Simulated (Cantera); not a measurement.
Input (Python, Cantera) and output of one run.

```python
import numpy as np
import cantera as ct

gas_names = """
    F FO FO2 F2 F2O H HF HOF HO2 H2 H2F2 H2O H2O2 H3F3 H4F4 H5F5 H6F6 H7F7 O OH O2 O3 Si SiF SiF2 SiF3
    SiF4 SiH SiHF3 SiH2 SiH2F2 SiH3 SiH3F SiH4 SiO SiO2 Si2 Si3
""".split()
cond_names = """
    H2O(s) H2O(L) Si(cr) Si(L) SiO2(Lqz) SiO2(hqz) SiO2(L)
""".split()


# ... load() reads the species with a 1 bar reference pressure and builds the phases ...
atoms = {
    'SiO2': {'Si': 1, 'O': 2},
    'F2': {'F': 2},
    'H2': {'H': 2},
}
top_T = {}  # K; cautious upper limits of use, not melting points


# ... equilibrate(T, P, feed) seeds the gas with the atoms and calls Mixture.equilibrate('TP', solver="vcs", rtol=1e-11, max_steps=5000) ...
results = []
feed = {'SiO2': 1, 'F2': 2.5, 'H2': 12}  # mol
P = 260  # Pa
for T in [750, 775, 800, 825, 850, 875, 900, 925, 950, 975, 1000]:
    mix = equilibrate(T, P, feed)
    results.append((T, P, feed, dict(zip(mix.species_names, mix.species_moles))))

top = {s: max(r[3][s] / sum(r[3][g] for g in gas_names) for r in results) for s in gas_names}
cols = sorted((s for s in top if top[s] > 0.001), key=lambda s: -top[s])[:7]
seen = [c for c in cond_names if any(r[3].get(c, 0) > 1e-12 for r in results)]
print("log10 of partial pressures in bar; condensed amounts in mol")
print(f"{'T/K':>10s}" + "".join(f"{s[:9]:>10s}" for s in cols + seen))
for T, P, feed, n in results:
    ng = sum(n[g] for g in gas_names)
    print(f"{T:10.4g}" + "".join(f"{np.log10(max(n[s] / ng * P / 1e5, 1e-99)):10.3f}" for s in cols)
          + "".join(f"{n.get(c, 0):10.4g}" for c in seen))
```

Output:

```
log10 of partial pressures in bar; condensed amounts in mol
       T/K        H2        HF       H2O      SiF4 SiO2(Lqz) SiO2(hqz)
       750    -2.747    -3.386    -3.576    -3.877    0.2951         0
       775    -2.749    -3.351    -3.608    -3.909    0.3429         0
       800    -2.750    -3.320    -3.640    -3.941    0.3887         0
       825    -2.751    -3.293    -3.674    -3.975    0.4323         0
       850    -2.753    -3.269    -3.708    -4.009         0    0.4733
       875    -2.754    -3.248    -3.742    -4.043         0    0.5119
       900    -2.755    -3.229    -3.776    -4.077         0    0.5477
       925    -2.756    -3.212    -3.810    -4.111         0    0.5808
       950    -2.757    -3.197    -3.844    -4.145         0    0.6113
       975    -2.758    -3.184    -3.877    -4.178         0    0.6393
      1000    -2.759    -3.173    -3.910    -4.211         0    0.6649
```

Equilibrium computed with Cantera from the NASA thermochemical tables; the gas is ideal and each condensed phase is pure.
